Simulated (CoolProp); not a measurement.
The numbers come from the reference Helmholtz-energy equation of state, Lemmon 2006 in CoolProp. It is a short technical equation, of lower accuracy than the large ones.

### Question
Give the vapour pressure (bar), liquid density (kg/m³), vapour Z, surface tension (mN/m) of saturated n-decane at 206.15, 250.85 °C.

### Answer
```tsv
T (°C)	p (bar)	liquid density (kg/m³)	vapour Z	surface tension (mN/m)
206.15	2.14	573	0.893	7.95
250.85	5.12	523	0.802	4.80
```

Surface tension comes from a separate correlation (Mulero 2012).
